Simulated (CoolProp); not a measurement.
Vapour-liquid equilibrium of cyclohexane (1) + dimethyl carbonate (2) at 0.0176 MPa; x and y are mole fractions of (1).

Values from CoolProp's multi-fluid Helmholtz-energy mixture model, Zhou 2014 and Zhou 2011; pair parameters Bell 2016.

Q: Give the bubble temperature and the first vapour's composition at x = 0.05, 0.55, 0.85. Is there an azeotrope?

A: x = 0.05: 36.9 °C, y = 0.293; x = 0.55: 26.5 °C, y = 0.650; x = 0.85: 27.1 °C, y = 0.726. y crosses x between x = 0.65 and 0.75: the model has an azeotrope there.

Pair parameters are fitted to limited data, so mixtures are less certain than the pure fluids.
